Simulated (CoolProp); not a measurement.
A closed Brayton cycle with nitrogen: compressor inlet 332.15 K and 2 MPa, high pressure 4.26 MPa, turbine inlet 775 K, compressor efficiency 0.89, turbine efficiency 0.93, recuperator effectiveness 0 (on enthalpy, no pinch check). Each further row changes one setting.

Computed with CoolProp (reference Helmholtz-energy equation of state, Span 2000).

```
case                           thermal efficiency (%)  net work (kJ/kg)  compressor to turbine work  compressor exit (K)  turbine exit (K)
-----------------------------  ----------------------  ----------------  --------------------------  -------------------  ----------------
as stated                                        14.0              53.9                        0.64                422.6             641.7
turbine inlet 725 K                              13.5              44.2                        0.68                422.6               [?]
compressor inlet 342.15 K                         [?]              51.0                         [?]                435.2             641.7
high pressure 3.62 MPa                            [?]              46.6                         [?]                  [?]             668.5
recuperator effectiveness 0.5                    20.2              53.9                        0.64                422.6             641.7
```

Problem. What belongs in the gaps?

Solution. 
- turbine inlet 725 K, turbine exit (K): 599.1
- compressor inlet 342.15 K, thermal efficiency (%): 13.7
- compressor inlet 342.15 K, compressor to turbine work: 0.66
- high pressure 3.62 MPa, thermal efficiency (%): 11.5
- high pressure 3.62 MPa, compressor to turbine work: 0.61
- high pressure 3.62 MPa, compressor exit (K): 401.5
